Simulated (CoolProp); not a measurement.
Vapour-liquid equilibrium of toluene (1) + p-xylene (2) at 0.0585 MPa; x and y are mole fractions of (1).

The numbers come from the multi-fluid Helmholtz-energy mixture model, Lemmon 2006 and Zhou 2012; pair parameters Bell 2016 in CoolProp.

Task: Give the bubble temperature and the first vapour's composition at x = 0.125, 0.275, 0.575. Is there an azeotrope?

Result: x = 0.125: 387.4 K, y = 0.237; x = 0.275: 382.4 K, y = 0.457; x = 0.575: 374.2 K, y = 0.753. No azeotrope shows between x = 0.05 and 0.95.

The pair parameters rest on a limited set of measurements; away from them the model extrapolates.
